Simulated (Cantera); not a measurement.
A freely propagating, adiabatic, planar premixed flame of 40.3 % H2, 12.6 % O2, 47.1 % N2, unburnt at 450 K and 69000 Pa; mixture-averaged transport, grid criteria slope 0.08 and curve 0.16, no radiation.

Cantera simulation using the H2/O2 subset of GRI-Mech 3.0, which has no nitrogen chemistry; the numbers are that mechanism's predictions, not measurements. Burning velocities carry a grid error of a few per cent, more on coarse grids.

Predict: laminar burning velocity; thermal thickness; peak x(O); peak x(H2O2); peak x(H).


```
Property                    Result
------------------------  --------
laminar burning velocity  551 cm/s
thermal thickness         0.653 mm
peak x(O)                  0.00613
peak x(H2O2)               3.29e-5
peak x(H)                   0.0917
```
